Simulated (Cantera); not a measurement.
A freely propagating, adiabatic, planar premixed flame of H2 : O2 : N2 = 1 : 0.649 : 2.66 (molar parts), unburnt at 623 K and 1.00 atm; mixture-averaged transport, grid criteria slope 0.08 and curve 0.16, no radiation.

Detailed kinetics in Cantera: the H2/O2 subset of GRI-Mech 3.0, which has no nitrogen chemistry. Burning velocities carry a grid error of a few per cent, more on coarse grids.

### Question
What does this change do: H2 1 to 1.3 parts?

### Answer
| quantity | before | after |
|---|---|---|
| laminar burning velocity | 589 cm/s | 742 cm/s |
| thermal thickness | 0.463 mm | 0.486 mm |
| peak x(O) | 0.0132 | 0.0128 |
| peak x(OH) | 0.0151 | 0.0173 |
| peak x(HO2) | 0.000271 | 0.000267 |

### Question
What does this change do: N2 2.66 to 2.1 parts?

### Answer
| quantity | before | after |
|---|---|---|
| laminar burning velocity | 589 cm/s | 746 cm/s |
| thermal thickness | 0.463 mm | 0.434 mm |
| peak x(O) | 0.0132 | 0.0178 |
| peak x(OH) | 0.0151 | 0.0216 |
| peak x(HO2) | 0.000271 | 0.000313 |

### Question
What does this change do: 0.13 parts H2O added?

### Answer
```json
[
 {"quantity": "laminar burning velocity", "before": "589 cm/s", "after": "552 cm/s"},
 {"quantity": "thermal thickness", "before": "0.463 mm", "after": "0.447 mm"},
 {"quantity": "peak x(O)", "before": "0.0132", "after": "0.0113"},
 {"quantity": "peak x(OH)", "before": "0.0151", "after": "0.0142"},
 {"quantity": "peak x(HO2)", "before": "0.000271", "after": "0.000313"}
]
```
